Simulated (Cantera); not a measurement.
An adiabatic, constant-volume homogeneous reactor starts with C₃H₈ : O₂ : N₂ = 1 : 5.95 : 22.4 (molar parts), at 950 K and 1.28 atm. Integrator tolerance rtol = 1e-08.

Computed with Cantera and GRI-Mech 3.0 (53 species, 325 reactions). GRI-Mech 3.0 was tuned for natural gas; its chemistry of propane as a main component is partial and can be far from experiment. Below about 1000 K GRI-Mech 3.0 lacks low-temperature oxidation paths.

Question: What does this change do: pressure from 1.28 atm to 5.33 atm?

Answer: 
```
quantity                                                             before                                    after
---------------------------------  ----------------------------------------  ---------------------------------------
temperature at 0.500 s                                                950 K                                   2800 K
equilibrium temperature                                              2720 K                                   2800 K
x(C₃H₈) at 0.500 s                    0.0336 (gas-phase equilibrium <1e-12)    <1e-12 (gas-phase equilibrium <1e-12)
x(O₂) at 0.500 s                       0.203 (gas-phase equilibrium 0.0335)    0.0308 (gas-phase equilibrium 0.0308)
x(NO) at 0.500 s                      <1e-12 (gas-phase equilibrium 0.0125)    0.0135 (gas-phase equilibrium 0.0135)
x(NO₂) at 0.500 s                    <1e-12 (gas-phase equilibrium 7.13e-6)  1.42e-5 (gas-phase equilibrium 1.42e-5)
x(N₂O) at 0.500 s                  5.90e-12 (gas-phase equilibrium 1.32e-6)  2.96e-6 (gas-phase equilibrium 2.96e-6)
x(C₂H) at 0.500 s                     <1e-12 (gas-phase equilibrium <1e-12)    <1e-12 (gas-phase equilibrium <1e-12)
x(OH) at 0.500 s                    1.77e-10 (gas-phase equilibrium 0.0132)    0.0112 (gas-phase equilibrium 0.0112)
time of steepest temperature rise                               not reached                                  0.352 s
```

Question: What does this change do: initial temperature 950 to 1000 K?

Answer: 
| quantity | before | after |
|---|---|---|
| temperature at 0.500 s | 950 K | 2737 K |
| equilibrium temperature | 2720 K | 2737 K |
| x(C₃H₈) at 0.500 s | 0.0336 (gas-phase equilibrium <1e-12) | <1e-12 (gas-phase equilibrium <1e-12) |
| x(O₂) at 0.500 s | 0.203 (gas-phase equilibrium 0.0335) | 0.0339 (gas-phase equilibrium 0.0339) |
| x(NO) at 0.500 s | <1e-12 (gas-phase equilibrium 0.0125) | 0.0129 (gas-phase equilibrium 0.0129) |
| x(NO₂) at 0.500 s | <1e-12 (gas-phase equilibrium 7.13e-6) | 7.13e-6 (gas-phase equilibrium 7.13e-6) |
| x(N₂O) at 0.500 s | 5.90e-12 (gas-phase equilibrium 1.32e-6) | 1.33e-6 (gas-phase equilibrium 1.33e-6) |
| x(C₂H) at 0.500 s | <1e-12 (gas-phase equilibrium <1e-12) | <1e-12 (gas-phase equilibrium <1e-12) |
| x(OH) at 0.500 s | 1.77e-10 (gas-phase equilibrium 0.0132) | 0.0139 (gas-phase equilibrium 0.0139) |
| time of steepest temperature rise | not reached | 0.456 s |
